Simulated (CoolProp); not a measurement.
Vapour-liquid equilibrium of cyclohexane (1) + dimethyl carbonate (2) at 0.349 MPa; x and y are mole fractions of (1).

The numbers come from the multi-fluid Helmholtz-energy mixture model, Zhou 2014 and Zhou 2011; pair parameters Bell 2016 in CoolProp.

Q: Give the bubble temperature and the first vapour's composition at x = 0.05, 0.65, 0.8. Is there an azeotrope?

A: x = 0.05: 130.3 °C, y = 0.136; x = 0.65: 118.4 °C, y = 0.613; x = 0.8: 119.8 °C, y = 0.704. y crosses x between x = 0.5 and 0.65: the model has an azeotrope there.

Pair parameters are fitted to limited data, so mixtures are less certain than the pure fluids.
